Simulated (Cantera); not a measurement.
Input: 1 mol Fe(CO)5, 0.088 mol H2, 0.77 mol N2, equilibrated at 1548 K and 6.80 bar.

Method: chemical equilibrium by Gibbs-energy minimisation in Cantera with the NASA 1993 tables (ideal gas, pure condensed phases). Candidate condensed phases: C, C6H6, C7H8, C8H18, Fe, Fe(CO)5, FeO, Fe(OH)2, Fe(OH)3, Fe2O3, Fe3O4, H2O; 140 gas species. Iron dissolves carbon and melts from about 1420 K in contact with it, which pure phases cannot show. Condensed phases not in the tables: cementite and carbon dissolved in iron. The numbers say what is thermodynamically allowed, not how fast it happens.

Base state: CO 0.851, N2 0.132, H2 0.0149, CO2 0.00217, H2O 0.000106, HCN 6.50e-5 (mole fractions); condensed: C(graphite) + Fe(γ).

Q: What changes in the equilibrium state with this change: pressure from 6.80 bar to 0.960 bar?

A: 
```tsv
species	before	after
CO	0.851	0.853
N2	0.132	0.131
H2	0.0149	0.0150
CO2	0.00217	0.000308
H2O	0.000106	1.51e-5
HCN	6.50e-5	6.51e-5
C(graphite), mol	0.0129	0.00150
Fe(γ), mol	1.00	1.000
```

Q: What changes in the equilibrium state with this change: temperature from 1548 K to 1473.15 K?

A: 
```tsv
species	before	after
CO	0.851	0.849
N2	0.132	0.132
H2	0.0149	0.0149
CO2	0.00217	0.00414
H2O	0.000106	0.000180
HCN	6.50e-5	3.86e-5
C(graphite), mol	0.0129	0.0249
Fe(γ), mol	1.00	1.00
```
